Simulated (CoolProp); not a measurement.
R245ca along the isotherm 450 K: fugacity coefficient from the reference equation and from simpler models built on Tc = 447.6 K, pc = 3.941 MPa, ω = 0.355; each cubic takes its own stable root.

Computed with CoolProp (reference Helmholtz-energy equation of state, Zhou 2016).

```
p (MPa)          phase  reference
-------  -------------  ---------
0.0316             gas     0.9972
0.0562             gas     0.9951
0.1                gas     0.9912
0.178              gas     0.9844
0.316              gas     0.9724
0.562              gas     0.9512
1                  gas     0.9140
1.78               gas     0.8489
3.16               gas     0.7343
5.62     supercritical     0.5082
10       supercritical     0.3387
```

Problem. How far does each simpler model (van der Waals, Soave-Redlich-Kwong, Peng-Robinson) lie from the reference over these 11 states: mean and median of the absolute difference, and the worst?

Solution. 
- van der Waals: mean 3.2 %, median 0.8 %, worst +16.6 % at 450 K and 10 MPa
- Soave-Redlich-Kwong: mean 1.0 %, median 0.2 %, worst +6.2 % at 450 K and 10 MPa
- Peng-Robinson: mean 0.6 %, median 0.4 %, worst -2.0 % at 450 K and 3.16 MPa
